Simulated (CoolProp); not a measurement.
Ethanol along the isotherm 620 K: fugacity coefficient from the reference equation and from simpler models built on Tc = 514.7 K, pc = 62.68 bar, ω = 0.644; each cubic takes its own stable root.

Model: reference Helmholtz-energy equation of state, Schroeder 2014, in CoolProp.

```csv
p (bar),phase,reference
19.6,gas,0.9624
39.2,gas,0.9253
58.8,gas,0.8885
78.3,supercritical,0.8520
97.9,supercritical,0.8152
118,supercritical,0.7774
137,supercritical,0.7422
157,supercritical,0.7065
176,supercritical,0.6751
196,supercritical,0.6454
215,supercritical,0.6208
235,supercritical,0.5984
255,supercritical,0.5791
274,supercritical,0.5632
294,supercritical,0.5489
313,supercritical,0.5370
```

**Question.** How far does each simpler model (van der Waals, Redlich-Kwong, Soave-Redlich-Kwong, Peng-Robinson) lie from the reference over these 16 states: mean and median of the absolute difference, and the worst?

**Answer.** 
- van der Waals: mean 12.9 %, median 14.5 %, worst -17.5 % at 620 K and 176 bar
- Redlich-Kwong: mean 12.3 %, median 14.4 %, worst -15.6 % at 620 K and 196 bar
- Soave-Redlich-Kwong: mean 4.2 %, median 2.1 %, worst +11.8 % at 620 K and 313 bar
- Peng-Robinson: mean 3.4 %, median 3.4 %, worst -6.3 % at 620 K and 118 bar
